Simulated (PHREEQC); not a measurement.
## Acid mine or pickling water (model solution)

Synthetic water in mmol/kgw, 39 °C, pH 3.24, pe 9.4:

```
constituent                mmol/kgw
-------------------------  --------
Na                             3.56
K                             0.331
Ca                              0.8
Mg                            0.723
Cl                              2.7
S(6)                           2.69
O(0) (counted as O atoms)    0.0126
Si                          0.00232
```

Na is adjusted to close the charge balance.
Valence states are taken as typed.

Model: ion-association model, phreeqc.dat, run in PHREEQC.

Each row changes one thing in this solution. This is a speciation only: nothing precipitates in the calculation.

| case | ionic strength (mol/kgw) | SO4-2 (mol/kgw) | Ca+2 (mol/kgw) | Mg+2 (mol/kgw) | HSO4- (mol/kgw) | SI of Gypsum (CaSO4:2H2O) | SI of Quartz (SiO2) |
|---|---|---|---|---|---|---|---|
| as made | 0.0108 | 0.00223 | 0.000674 | 0.000549 | 0.000125 | -1.60 | -1.85 |
| temperature from 39 to 35 °C at the same typed pH | 0.0108 | 0.00225 | 0.000675 | 0.000560 | 0.000115 | -1.60 | -1.80 |
| all concentrations times 2 at the same typed pH | 0.0207 | 0.00424 | 0.00126 | 0.000991 | 0.000215 | -1.16 | -1.55 |

Complexes and solids missing from the database can't appear. Away from 25 °C the constants follow the database's enthalpies or fits; those with neither stay at their 25 °C values.
